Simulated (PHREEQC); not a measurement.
Consider water at 20 °C with 0.11 mol HF, 0.062 mol NH4HF2 and 0.00045 mol H4SiO4 per kg of water. Closed to the air; pH follows from the charge balance.

Equilibrium calculation in PHREEQC: ion-association model, phreeqc.dat.

```
quantity                   before    after
------------------------  -------  -------
pH                           2.50     3.00
ionic strength (mol/kgw)   0.0662   0.0637
HF (mol/kgw)                0.144    0.145
F- (mol/kgw)               0.0424   0.0386
HF2- (mol/kgw)             0.0225   0.0237
NH3 (mol/kgw)             5.99e-9  8.74e-7
SI of Quartz (SiO2)        -11.21    -7.55
```

What was changed between the two runs?
(A) NH4HF2 from 0.062 to 0.093 mol/kgw
(B) NH4HF2 from 0.062 to 0.31 mol/kgw
(C) HF from 0.11 to 0.055 mol/kgw
(D) temperature from 20 to 85 °C

D, temperature from 20 to 85 °C

Precipitation was switched off in this run. Constants without temperature data keep their 25 °C values here. SiF6-2 is the database's only silicon fluoride.
